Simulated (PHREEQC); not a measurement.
HCl is added in steps, without added water, to 1 kg of water holding 9.6 mmol/kgw AgF, at 20 °C. O2 is buffered at 0.21 atm. The system is closed to CO2. The run lets Cerargyrite, Ag2O precipitate or redissolve, and no other solid.

Base run: PHREEQC, ion-association model, wateq4f.dat. Each further column changes one thing. The table gives Ag+ (mol/kgw).

```tsv
HCl added (mol)	base	AgF from 0.0096 to 0.0106 mol/kgw	temperature from 20 to 80 °C	AgF from 0.0096 to 0.00864 mol/kgw	no solid may form
0	0.00942	0.0104	0.00952	0.00849	0.00942
0.006	0.00357	0.00455	0.00359	0.00262	0.00448
0.0105	1.42e-7	0.000101	1.33e-5	6.92e-8	0.00206
0.0165	1.98e-8	2.29e-8	1.93e-6	1.75e-8	0.000758
0.021	1.24e-8	1.35e-8	1.23e-6	1.16e-8	0.000415
0.027	8.49e-9	8.96e-9	8.42e-7	8.09e-9	0.000218
0.0315	6.92e-9	7.22e-9	6.89e-7	6.67e-9	0.000147
0.0375	5.60e-9	5.78e-9	5.60e-7	5.43e-9	9.48e-5
0.042	4.91e-9	5.05e-9	4.93e-7	4.79e-9	7.16e-5
0.048	4.24e-9	4.34e-9	4.27e-7	4.15e-9	5.17e-5
```

wateq4f.dat counts part of the HF as a dimer, H2F2, which phreeqc.dat doesn't know; its constant is uncertain. Away from 25 °C the constants follow the database's enthalpies or fits; those with neither stay at their 25 °C values.  In at least one series the solution becomes supersaturated in solids that the run did not let form, among them Cerargyrite.
